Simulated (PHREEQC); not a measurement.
1.9 g of hydrous ferric oxide (600 m²/g; 0.2 weak and 0.005 strong sites per Fe, Dzombak-Morel constants, diffuse double layer) in 1 kg of water with 0.05 mol/kgw of an inert sodium salt and 0.013 mmol/kgw NaF, at 25 °C; the pH is set by adding NaOH or the inert anion's acid. Oxygen is held at 0.21 atm. No CO2 enters from the air. Nothing may precipitate in this run.

The series has 13 steps of pH, from 3 to 11.

Model: ion-association model, wateq4f.dat, run in PHREEQC.

**Question.** Near which pH is half of the F sorbed, and on which side is more sorbed?

**Answer.** Near pH 7.0, with more sorbed at lower pH.

The oxide is taken as insoluble; below pH 4 it would dissolve.
